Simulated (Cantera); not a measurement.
**Transport properties of process gases**

Gas mixture: N₂O = 0.78 (molar parts), at 0.415 atm, frozen composition.

Cantera's kinetic-theory transport with the Lennard-Jones parameters of GRI-Mech 3.0, ideal gas; thermal conductivity in the mixture-averaged form. The composition is frozen, though it would react at the higher temperatures.

```
T (K)  ρ (kg/m³)  cp (J/kg/K)  μ (µPa s)  λ (mW/m/K)     Pr  D (cm²/s) N₂  D (cm²/s) H₂  D (cm²/s) H
-----  ---------  -----------  ---------  ----------  -----  ------------  ------------  -----------
400        0.556        970.3       19.5        25.5  0.741         0.636          2.60         4.01
650        0.342         1127       29.1        44.4  0.739          1.49          5.94         9.52
900        0.247         1227       37.1        61.5  0.740          2.59          10.2         16.7
1150       0.193         1285       44.1        77.1  0.736          3.92          15.4         25.3
1400       0.159         1327       50.5        91.4  0.733          5.45          21.4         35.2
1650       0.135         1359       56.4         105  0.732          7.16          28.1         46.4
```
D: mixture-averaged diffusion coefficient of that species in the mixture.
